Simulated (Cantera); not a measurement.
Input: 1 mol Si2H6, 0.47 mol Cl2, 27 mol H2, held at 650 °C.

Method: chemical equilibrium by Gibbs-energy minimisation in Cantera with the NASA 1993 tables (ideal gas, pure condensed phases). Candidate condensed phases: Si; 19 gas species. The feed counts by its element totals alone. The tables' values for SiCl3 are old estimates; treat these amounts as uncertain. Rates play no part.

Question: At 0.00100 bar, list the 4 most abundant gas species with their mole fractions, and the condensed phases.

Answer: H2 0.981, HCl 0.0142, SiCl4 0.00332, SiHCl3 0.000820. Condensed: Si(s).
